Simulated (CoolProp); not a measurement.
Carbonyl sulfide along the isobar 7360 kPa: Z from the reference equation and from simpler models built on Tc = 378.8 K, pc = 6369 kPa, ω = 0.098; each cubic takes its own stable root.

Computed with CoolProp (reference Helmholtz-energy equation of state, Lemmon 2006). It is a short technical equation, of lower accuracy than the large ones.

```
T (K)          phase  reference
-----  -------------  ---------
238.7         liquid     0.1933
264.5         liquid     0.1834
290.3         liquid     0.1772
316.2         liquid     0.1747
342           liquid     0.1775
367.8         liquid     0.1923
393.6  supercritical     0.4473
419.4  supercritical     0.6427
445.2  supercritical     0.7319
471.1  supercritical     0.7901
496.9  supercritical     0.8317
522.7  supercritical     0.8632
548.5  supercritical     0.8878
574.3  supercritical     0.9074
```

**Question.** How far does each simpler model (Redlich-Kwong, Soave-Redlich-Kwong) lie from the reference over these 14 states: mean and median of the absolute difference, and the worst?

**Answer.** 
- Redlich-Kwong: mean 4.7 %, median 1.2 %, worst +17.1 % at 367.8 K and 7360 kPa
- Soave-Redlich-Kwong: mean 4.7 %, median 3.4 %, worst +16.1 % at 367.8 K and 7360 kPa
